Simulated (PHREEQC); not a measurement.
1 kg of water holding 0.29 mol NaCl and 0.38 mol Na2SO4 is evaporated at 30 °C; the solids stay in contact with the brine. The system is closed to CO2. Only these solids could form: Halite, Mirabilite, Thenardite.

The numbers come from PHREEQC with the Pitzer model, pitzer.dat.

| water left (kg) | ionic strength | water activity | Thenardite (mol) | Halite (mol) | Cl in solution (mol/kgw) | Na in solution (mol/kgw) | S in solution (mol/kgw) |
|---|---|---|---|---|---|---|---|
| 1 | 1.43 | 0.976 | 0 | 0 | 0.290 | 1.05 | 0.380 |
| 0.8219 | 1.74 | 0.972 | 0 | 0 | 0.353 | 1.28 | 0.462 |
| 0.6755 | 2.12 | 0.966 | 0 | 0 | 0.429 | 1.55 | 0.563 |
| 0.5552 | 2.58 | 0.958 | 0 | 0 | 0.522 | 1.89 | 0.684 |
| 0.375 | 3.81 | 0.938 | 0 | 0 | 0.773 | 2.80 | 1.01 |
| 0.3082 | 4.64 | 0.924 | 0 | 0 | 0.941 | 3.41 | 1.23 |
| 0.2533 | 5.64 | 0.906 | 0 | 0 | 1.14 | 4.14 | 1.50 |
| 0.2082 | 6.87 | 0.883 | 0 | 0 | 1.39 | 5.04 | 1.82 |
| 0.1711 | 8.36 | 0.852 | 0 | 0 | 1.69 | 6.14 | 2.22 |
| 0.1407 | 8.48 | 0.839 | 0.0790 | 0 | 2.06 | 6.34 | 2.14 |
| 0.1156 | 8.13 | 0.830 | 0.163 | 0 | 2.51 | 6.26 | 1.88 |
| 0.09502 | 7.80 | 0.818 | 0.230 | 0 | 3.05 | 6.22 | 1.58 |
| 0.06418 | 7.39 | 0.780 | 0.318 | 0 | 4.52 | 6.44 | 0.959 |
| 0.05275 | 7.49 | 0.747 | 0.345 | 0 | 5.50 | 6.82 | 0.664 |
| 0.04335 | 7.52 | 0.743 | 0.353 | 0.0465 | 5.62 | 6.88 | 0.634 |
| 0.03564 | 7.52 | 0.743 | 0.357 | 0.0898 | 5.62 | 6.88 | 0.634 |
| 0.0293 | 7.52 | 0.743 | 0.361 | 0.125 | 5.62 | 6.88 | 0.634 |
| 0.02407 | 7.52 | 0.743 | 0.365 | 0.155 | 5.62 | 6.88 | 0.634 |
| 0.01979 | 7.52 | 0.743 | 0.367 | 0.179 | 5.62 | 6.88 | 0.634 |
| 0.01627 | 7.52 | 0.743 | 0.370 | 0.199 | 5.62 | 6.88 | 0.634 |
| 0.01099 | 7.52 | 0.743 | 0.373 | 0.228 | 5.62 | 6.88 | 0.634 |
| 0.00903 | 7.52 | 0.743 | 0.374 | 0.239 | 5.62 | 6.88 | 0.634 |
| 0.007426 | 7.52 | 0.743 | 0.375 | 0.248 | 5.62 | 6.88 | 0.634 |
| 0.006093 | 7.52 | 0.743 | 0.376 | 0.256 | 5.62 | 6.88 | 0.634 |

Thenardite from water left = 0.1407 kg; Halite from water left = 0.04335 kg.
